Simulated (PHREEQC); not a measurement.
1 kg of water holding 8.6 mmol/kgw Na2CO3, 48 mmol/kgw Na2SO4 and 9.7 mmol/kgw NaCl is evaporated at 25 °C; the solids stay in contact with the brine. CO2 is held at log p = -3.4 (atm). Solids allowed: Burkeite, Halite, Mirabilite, Nahcolite, Natron, Thenardite, Trona. Others were left out.

The series has 28 steps of water left (kg), from 0.9999 to 0.004951.

All values are PHREEQC results (Pitzer model, pitzer.dat), not measurements.

Q: Which solids form, in which order, and at which step of the series does each first stand?

A: Mirabilite from water left = 0.02265 kg (pH 9.73), last present at water left = 0.005966 kg; Thenardite from water left = 0.005966 kg (pH 9.89); Trona from water left = 0.005966 kg (pH 9.89).
